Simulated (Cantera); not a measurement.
A perfectly stirred reactor is fed with H2 : O2 = 0.037 : 1 (molar parts), equivalence ratio 0.018, at 1330 Pa; it is held at 1275 K, and followed from long to short residence time.

Cantera simulation using the H2/O2 subset of GRI-Mech 3.0, which has no nitrogen chemistry; the numbers are that mechanism's predictions, not measurements. Radical loss at walls, strong at low pressure, is not modelled. The temperature is held fixed by assumption; the heat of reaction is taken as removed at once.

| quantity | before | after |
|---|---|---|
| x(H2) at τ = 5.10 s | 4.35e-5 | 0.000218 |
| x(O2) at τ = 5.10 s | 0.962 | 0.963 |
| x(H) at τ = 5.10 s | 4.72e-5 | 2.02e-5 |
| x(O) at τ = 5.10 s | 0.00138 | 0.000356 |
| x(H2O) at τ = 5.10 s | 0.0358 | 0.0360 |
| x(H2) at τ = 96.0 ms | 0.000425 | 0.00195 |
| x(O2) at τ = 96.0 ms | 0.949 | 0.960 |
| x(H) at τ = 96.0 ms | 0.00143 | 0.000905 |
| x(O) at τ = 96.0 ms | 0.0131 | 0.00314 |
| x(H2O) at τ = 96.0 ms | 0.0337 | 0.0335 |

Q: What was changed between the two runs?
A) temperature 1275 to 1425 K
B) pressure from 1330 Pa to 2670 Pa
C) O2 1 to 0.59 parts
D) temperature 1275 to 950 K

A: D, temperature 1275 to 950 K
